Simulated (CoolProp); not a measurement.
Aqueous ammonia as a coolant, at 25 °C, 1 atm.

The numbers come from the Melinder's fits for secondary coolants in CoolProp.

| mass % | freezing point (°C) | density (kg/m³) | Prandtl number | cp (kJ/(kg K)) | conductivity (W/(m K)) |
|---|---|---|---|---|---|
| 4.5 | -5.4 | 977.5 | 7.09 | 4.185 | 0.573 |
| 6.7 | -8.4 | 968.6 | 7.36 | 4.188 | 0.559 |
| 8.8 | -11.6 | 960.4 | 7.61 | 4.191 | 0.546 |
| 11 | -15.3 | 952.0 | 7.94 | 4.193 | 0.534 |
| 13.1 | -19.3 | 944.3 | 8.31 | 4.196 | 0.522 |
| 15.3 | -23.9 | 936.4 | 8.75 | 4.198 | 0.510 |
| 17.4 | -29.1 | 929.1 | 9.16 | 4.202 | 0.499 |
| 19.6 | -35.2 | 921.6 | 9.54 | 4.206 | 0.489 |
| 21.8 | -42.5 | 914.3 | 9.82 | 4.211 | 0.480 |
